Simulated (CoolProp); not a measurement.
Properties of sulfur dioxide along the isobar 101 kPa.

Model: reference Helmholtz-energy equation of state, Gao 2016, in CoolProp.

```
T (K)   phase         Z  Joule-Thomson coefficient (K/MPa)  expansivity (1/kK)
-----  ------  --------  ---------------------------------  ------------------
224.4  liquid  0.002222                            -0.2993               1.616
243    liquid  0.002116                            -0.2870               1.687
261.6  liquid  0.002030                            -0.2675               1.783
280.2     gas    0.9785                              47.32               3.879
298.8     gas    0.9833                              38.10               3.566
317.4     gas    0.9867                              31.12               3.310
336       gas    0.9893                              25.81               3.095
354.6     gas    0.9912                              21.74               2.910
373.2     gas    0.9926                              18.58               2.750
391.8     gas    0.9938                              16.09               2.608
410.4     gas    0.9947                              14.11               2.482
429       gas    0.9955                              12.50               2.368
447.6     gas    0.9961                              11.18               2.265
466.2     gas    0.9966                              10.07               2.171
484.8     gas    0.9971                              9.139               2.085
503.4     gas    0.9975                              8.337               2.005
```
